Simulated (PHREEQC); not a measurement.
A solution holds 53 mmol/kgw Cu(NO3)2, 0.24 mmol/kgw HNO3 and 1.7 mmol/kgw KCl, at 85 °C. Closed to the air; pH follows from the charge balance.

Computed with PHREEQC (ion-association model, wateq4f.dat).

Each row changes one thing in this solution. This is a speciation only: nothing precipitates in the calculation.

| case | pH | Cl- (mol/kgw) |
|---|---|---|
| as made | 3.53 | 0.00113 |
| 0.0026 mol/kgw LiOH added | 4.18 | 0.00115 |
| diluted 100-fold with water | 4.83 | 1.68e-5 |
| HNO3 from 0.00024 to 0.000216 mol/kgw | 3.55 | 0.00113 |
| Cu(NO3)2 from 0.053 to 0.265 mol/kgw | 3.31 | 0.000681 |
| HNO3 replaced by Ba(NO3)2 at the same molality | 3.68 | 0.00114 |
| HNO3 replaced by Pb(NO3)2 at the same molality | 3.68 | 0.00113 |
| 0.004 mol/kgw HCl added | 2.48 | 0.00383 |
| Cu(NO3)2 replaced by Ni(NO3)2 at the same molality | 3.72 | 0.00164 |

The ionic strength passes 0.7 mol/kgw, the rough limit of the ion-association models, in Cu(NO3)2 from 0.053 to 0.265 mol/kgw. Some of these states are supersaturated (in Atacamite, Cu2(OH)3NO3, Tenorite (slow to form), for instance). Away from 25 °C the constants follow the database's enthalpies or fits; those with neither stay at their 25 °C values.
